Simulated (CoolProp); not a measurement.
CH2F2 (R32) along the isotherm 31.55 °C: Z from the reference equation and from simpler models built on Tc = 78.1 °C, pc = 57.83 bar, ω = 0.277; each cubic takes its own stable root.

Model: reference Helmholtz-energy equation of state, Tillner-Roth 1997, in CoolProp.

```tsv
p (bar)	phase	reference
0.0914	gas	0.9990
0.138	gas	0.9985
0.208	gas	0.9977
0.314	gas	0.9965
0.474	gas	0.9947
0.714	gas	0.9920
1.08	gas	0.9878
1.63	gas	0.9815
2.45	gas	0.9720
3.7	gas	0.9573
5.58	gas	0.9346
8.42	gas	0.8988
12.7	gas	0.8403
19.2	gas	0.7352
28.9	liquid	0.06317
```

**Question.** How far does each simpler model (van der Waals, Redlich-Kwong, Soave-Redlich-Kwong, Peng-Robinson) lie from the reference over these 15 states: mean and median of the absolute difference, and the worst?

**Answer.** 
- van der Waals: mean 71.8 %, median 0.7 %, worst +1044.7 % at 31.55 °C and 28.9 bar
- Redlich-Kwong: mean 4.0 %, median 0.4 %, worst +40.4 % at 31.55 °C and 28.9 bar
- Soave-Redlich-Kwong: mean 3.2 %, median 0.3 %, worst +32.4 % at 31.55 °C and 28.9 bar
- Peng-Robinson: mean 1.8 %, median 0.2 %, worst +16.7 % at 31.55 °C and 28.9 bar

At some of these states van der Waals gives the other phase, because its saturation line lies elsewhere.
